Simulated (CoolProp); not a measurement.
A single-stage vapour-compression cycle with the fluoroketone C6F12O (FK-5-1-12): evaporating at 275.15 K (dew point), condensing at 342.15 K (bubble point), superheat 0 K, subcooling 2 K, compressor efficiency 0.85, no pressure losses. Each further row changes one setting.

Values from CoolProp's reference Helmholtz-energy equation of state, McLinden 2015.

```
case                              cooling COP  pressure ratio  discharge temperature (K)  refrigerating effect (kJ/kg)  volumetric capacity (kJ/m³)
--------------------------------  -----------  --------------  -------------------------  ----------------------------  ---------------------------
as stated                                1.49            13.9                      342.2                          28.8                         55.8
evaporating temperature 280.15 K         1.85            10.8                      342.2                          32.9                         80.9
condensing temperature 337.15 K          1.87            12.0                      337.1                          34.5                         66.9
subcooling 7 K                           1.79            13.9                      342.2                          34.5                         66.9
superheat 10 K                           1.73            13.9                      342.2                          37.3                         69.7
compressor efficiency 0.75               1.32            13.9                      342.2                          28.8                         55.8
```

The compression ends wet for: as stated; evaporating temperature 280.15 K; condensing temperature 337.15 K; subcooling 7 K; superheat 10 K; compressor efficiency 0.75.
